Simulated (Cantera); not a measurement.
**Premixed flame**

A freely propagating, adiabatic, planar premixed flame of CH4 : C2H6 : O2 : N2 = 1 : 0.091 : 1.66 : 6.23 (molar parts), equivalence ratio 1.4, unburnt at 625 K and 1.10 bar; mixture-averaged transport, grid criteria slope 0.08 and curve 0.16, no radiation.

Detailed kinetics in Cantera: GRI-Mech 3.0 (53 species, 325 reactions). Burning velocities carry a grid error of a few per cent, more on coarse grids.

| z (mm) | T (K) | u (m/s) | x CH4 | x C2H6 | x O2 | x CH2O | x CH3 | x C2H2 |
|---|---|---|---|---|---|---|---|---|
| -1.22 | 625 | 0.866 | 0.111 | 0.0101 | 0.184 | 3.19e-7 | 1.46e-8 | 6.28e-8 |
| -0.811 | 630 | 0.877 | 0.110 | 0.0100 | 0.183 | 5.01e-6 | 1.67e-7 | 9.85e-7 |
| -0.609 | 646 | 0.905 | 0.108 | 0.00995 | 0.181 | 2.86e-5 | 9.03e-7 | 5.68e-6 |
| -0.406 | 745 | 1.06 | 0.100 | 0.00953 | 0.172 | 0.000249 | 1.46e-5 | 5.43e-5 |
| -0.203 | 1177 | 1.72 | 0.0687 | 0.00677 | 0.129 | 0.00125 | 0.000640 | 0.000475 |
| -0.101 | 1559 | 2.31 | 0.0388 | 0.00294 | 0.0849 | 0.00125 | 0.00303 | 0.00118 |
| 0 | 1899 | 2.85 | 0.0118 | 0.000251 | 0.0387 | 0.000566 | 0.00411 | 0.00200 |
| 0.101 | 2070 | 3.12 | 0.00195 | 5.57e-6 | 0.0129 | 0.000166 | 0.00157 | 0.00124 |
| 0.203 | 2124 | 3.20 | 0.000287 | 1.46e-7 | 0.00401 | 3.71e-5 | 0.000343 | 0.000413 |
| 0.406 | 2149 | 3.23 | 1.02e-5 | <1e-8 | 0.000652 | 1.79e-6 | 1.51e-5 | 3.78e-5 |
| 0.811 | 2163 | 3.24 | 9.86e-8 | <1e-8 | 0.000267 | 2.09e-8 | 1.52e-7 | 6.84e-7 |
| 1.62 | 2178 | 3.26 | <1e-8 | <1e-8 | 0.000172 | <1e-8 | <1e-8 | <1e-8 |
| 3.25 | 2194 | 3.28 | <1e-8 | <1e-8 | 9.25e-5 | <1e-8 | <1e-8 | <1e-8 |
x: mole fraction of selected species; z is measured from the peak of heat release.

The laminar burning velocity is 86.2 cm/s, the thermal thickness is 0.406 mm and the peak x(CH2O) is 0.00138. The peak x(CH3) comes out as 0.00440. The peak x(C2H2) is 0.00200. The grid points is 139.
